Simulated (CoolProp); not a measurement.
C2F6 (R116) along the isotherm 178.7 K: fugacity coefficient from the reference equation and from simpler models built on Tc = 293.0 K, pc = 30.48 bar, ω = 0.257; each cubic takes its own stable root.

Computed with CoolProp (reference Helmholtz-energy equation of state, Lemmon 2006). It is a short technical equation, of lower accuracy than the large ones.

```csv
p (bar),phase,reference
9.52,liquid,0.04135
19,liquid,0.02184
28.6,liquid,0.01530
38.1,liquid,0.01210
```

### Question
How far does each simpler model (van der Waals, Redlich-Kwong, Soave-Redlich-Kwong) lie from the reference over these 4 states: mean and median of the absolute difference, and the worst?

### Answer
- van der Waals: mean 645.9 %, median 645.6 %, worst +679.3 % at 178.7 K and 38.1 bar
- Redlich-Kwong: mean 92.5 %, median 92.4 %, worst +93.6 % at 178.7 K and 38.1 bar
- Soave-Redlich-Kwong: mean 0.3 %, median 0.2 %, worst -0.5 % at 178.7 K and 9.52 bar
